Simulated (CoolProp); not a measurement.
A single-stage vapour-compression cycle with the fluid: evaporating at 205.15 K (dew point), condensing at 239.15 K (bubble point), superheat 0 K, subcooling 0 K, compressor efficiency 0.7, no pressure losses. The same conditions are run with several fluids, on thermodynamics alone (safety and materials aside).

Model: reference Helmholtz-energy equation of state of each fluid (R22: Kamei 1995; CH3F (R41): Lemmon 2006; hydrogen sulfide: Lemmon 2006; nitrous oxide: Lemmon 2006; hydrogen chloride: Thol 2018; propylene: Lemmon 2013), in CoolProp.

```csv
fluid,cooling COP,pressure ratio,discharge temperature (K),refrigerating effect (kJ/kg),volumetric capacity (kJ/m³)
R22,3.69,5.94,303.5,213,254
CH3F (R41),3.56,4.11,312.4,400,1470
hydrogen sulfide,3.60,4.85,342.5,487,668
nitrous oxide,3.50,3.85,308.5,289,2370
hydrogen chloride,3.51,3.88,336.2,366,2010
propylene,3.73,5.01,284.7,386,350
```
